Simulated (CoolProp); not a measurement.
Carbon monoxide at 298.15 K and 5.08 MPa is throttled through a valve to 2.24 MPa with no heat exchange. Each further row changes one setting.

Values from CoolProp's reference Helmholtz-energy equation of state, Lemmon 2006. It is a short technical equation, of lower accuracy than the large ones.

```csv
case,temperature change (K),final density (kg/m³)
as stated,___,26.1
outlet pressure 0.672 MPa,___,7.89
outlet pressure 2.91 MPa,-4.8,___
```

**Question.** Some entries are withheld; supply them.

**Answer.** 
- as stated, temperature change (K): -6.4
- outlet pressure 0.672 MPa, temperature change (K): -10.4
- outlet pressure 2.91 MPa, final density (kg/m³): 33.7
